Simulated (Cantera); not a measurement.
A closed system holds: 1 mol SiF₄, 2.9 mol N₂O, 53 mol N₂, equilibrated at 1477 °C and 1000 Pa.

Equilibrium computed with Cantera from the NASA thermochemical tables; the gas is ideal and each condensed phase is pure. Candidate condensed phases: Si, SiO₂, Si₂N₂O, Si₃N₄; 28 gas species. The tables' values for SiF₃ are old estimates; treat these amounts as uncertain. The numbers say what is thermodynamically allowed, not how fast it happens.

Base state: N₂ 0.957, O₂ 0.0241, SiF₄ 0.0171, NO 0.00130, O 0.000116, F 2.07e-5, SiF₃ 1.38e-5 (mole fractions); condensed: gas only.

Task: What changes in the equilibrium state with this change: N₂O from 2.9 to 2 mol?

Result: 
| species | before | after |
|---|---|---|
| N₂ | 0.957 | 0.964 |
| SiF₄ | 0.0171 | 0.0175 |
| O₂ | 0.0241 | 0.0169 |
| O | 0.000116 | 9.74e-5 |
| NO | 0.00130 | 0.00110 |
| SiF₃ | 1.38e-5 | 1.53e-5 |
| F | 2.07e-5 | 1.91e-5 |

Task: What changes in the equilibrium state with this change: temperature from 1477 °C to 802 °C?

Result: 
| species | before | after |
|---|---|---|
| N₂ | 0.957 | 0.958 |
| O₂ | 0.0241 | 0.0248 |
| SiF₄ | 0.0171 | 0.0171 |
| NO | 0.00130 | 2.55e-5 |
| O | 0.000116 | 2.07e-9 |
| F | 2.07e-5 | <1e-9 |
